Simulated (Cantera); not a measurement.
A freely propagating, adiabatic, planar premixed flame of 5.41 % CH4, 5.19 % H2, 18.6 % O2, 70.8 % N2, equivalence ratio 0.72, unburnt at 300 K and 975 Torr; mixture-averaged transport, grid criteria slope 0.08 and curve 0.16, no radiation.

Model: GRI-Mech 3.0 (53 species, 325 reactions), integrated in Cantera. Burning velocities carry a grid error of a few per cent, more on coarse grids.

Q: Predict: laminar burning velocity; thermal thickness; peak x(H2O2); peak x(OH); peak x(HCN).

A: laminar burning velocity: 28.3 cm/s
thermal thickness: 0.412 mm
peak x(H2O2): 5.27e-5
peak x(OH): 0.00491
peak x(HCN): 1.66e-7
